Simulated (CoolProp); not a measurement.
Vapour-liquid equilibrium of n-hexane (1) + m-xylene (2) at 67.35 °C; x and y are mole fractions of (1).

Values from CoolProp's multi-fluid Helmholtz-energy mixture model, Thol 2019 and Zhou 2012; pair parameters Bell 2016.

```tsv
x	bubble pressure, mixture model (bar)	bubble pressure, Raoult's law (bar)	y, mixture model	y, Raoult's law
0.05	0.1383	0.1347	0.376	0.360
0.2	0.3021	0.2666	0.759	0.728
0.35	0.4672	0.3986	0.872	0.852
0.5	0.6091	0.5306	0.921	0.915
0.65	0.7244	0.6626	0.949	0.952
0.8	0.8252	0.7945	0.969	0.977
0.95	0.9306	0.9265	0.991	0.995
```

The largest gap from Raoult's law is +17.2 % in bubble pressure, at x = 0.35. No azeotrope shows between x = 0.05 and 0.95.

Pair parameters are fitted to limited data, so mixtures are less certain than the pure fluids.
